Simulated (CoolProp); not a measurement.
R1336mzz(E) along the isotherm 410 K: density (kg/m³) from the reference equation and from simpler models built on Tc = 403.5 K, pc = 2.779 MPa, ω = 0.413; each cubic takes its own stable root.

Computed with CoolProp (reference Helmholtz-energy equation of state, Akasaka 2023).

```tsv
p (MPa)	phase	reference
0.321	gas	16.09
0.641	gas	33.61
0.962	gas	53.02
1.28	gas	74.56
1.6	gas	99.35
1.92	gas	128.6
2.24	gas	164.7
2.57	gas	215.4
2.89	supercritical	300.6
3.21	supercritical	583.1
3.53	supercritical	732.3
3.85	supercritical	785.3
4.17	supercritical	818.8
```

How far does each simpler model (Redlich-Kwong, Soave-Redlich-Kwong) lie from the reference over these 13 states: mean and median of the absolute difference, and the worst?


- Redlich-Kwong: mean 5.7 %, median 1.2 %, worst -19.2 % at 410 K and 3.85 MPa
- Soave-Redlich-Kwong: mean 7.7 %, median 2.4 %, worst -22.5 % at 410 K and 3.53 MPa
